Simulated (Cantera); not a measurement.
Charge: 1 mol CH3F, 0.025 mol HCl, 0.31 mol H2.

Cantera equilibrium calculation (NASA polynomials, part measured and part estimated; ideal gas, pure solids and liquids). Candidate condensed phases: C, C6H6, C7H8, C8H18; 118 gas species. Equilibrium is a limit: real reactors are often held back by kinetics, nucleation or transport.

### Question
What condenses at these points (T in K, P in Pa): (3100, 46); (3100, 1); (2725, 320); (2650, 320); (2725, 100000)?

### Answer
```tsv
T (K)	P in Pa	condensed phases	C condensed (%)
3100	46	gas only	0.0
3100	1	gas only	0.0
2725	320	C	92.0
2650	320	C	95.3
2725	100000	C	93.4
```
